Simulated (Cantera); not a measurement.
**Equilibrium for hydrogen reduction and annealing atmospheres: Ta2O5 + H2**

A closed system holds: 1 mol Ta2O5, 3.9 mol H2, held at 320000 Pa.

These are equilibrium values from Cantera (NASA tables, ideal gas, pure condensed phases), not measurements of a reactor. Candidate condensed phases: H2O, Ta, Ta2O5; 12 gas species. Mutual solubility and eutectic melting of coexisting phases are not modelled. Condensed phases not in the tables: N, O or C dissolved in the metal. The numbers say what is thermodynamically allowed, not how fast it happens.

```csv
T (K),x H2,x H2O,x H,x TaO2,x OH,x TaO,n Ta2O5(s),n Ta(s),n Ta2O5(l)
800,1.00,1.64e-9,1.62e-12,<1e-12,<1e-12,<1e-12,1.00,0,0
900,1.00,2.35e-8,6.53e-11,<1e-12,<1e-12,<1e-12,1.00,0,0
1000,1.00,1.94e-7,1.27e-9,<1e-12,<1e-12,<1e-12,1.00,0,0
1100,1.000,1.07e-6,1.45e-8,<1e-12,<1e-12,<1e-12,1.000,0,0
1200,1.000,4.41e-6,1.10e-7,<1e-12,<1e-12,<1e-12,1.000,0,0
1300,1.000,1.44e-5,6.18e-7,<1e-12,<1e-12,<1e-12,1.000,0,0
1400,1.000,3.95e-5,2.72e-6,<1e-12,2.14e-12,<1e-12,1.000,0,0
1500,1.000,9.40e-5,9.84e-6,2.61e-12,2.64e-11,<1e-12,1.000,0,0
1600,1.000,0.000199,3.04e-5,5.03e-11,2.37e-10,1.04e-11,1.000,0.000311,0
1700,1.000,0.000385,8.24e-5,6.78e-10,1.64e-9,1.36e-10,1.000,0.000601,0
1800,0.999,0.000688,0.000200,6.76e-9,9.10e-9,1.33e-9,0.999,0.00107,0
1900,0.998,0.00115,0.000443,5.24e-8,4.20e-8,1.01e-8,0.999,0.00180,0
2000,0.997,0.00183,0.000908,3.29e-7,1.66e-7,6.29e-8,0.999,0.00285,0
2100,0.996,0.00268,0.00174,1.62e-6,5.57e-7,3.17e-7,0,0.00419,0.998
```
x: gas mole fraction; n: condensed amount in mol.

From 800 K to 1500 K the condensed part is Ta2O5(s). From 1600 K to 2000 K the condensed part is Ta(s) + Ta2O5(s). At 2100 K the condensed part is Ta(s) + Ta2O5(l).
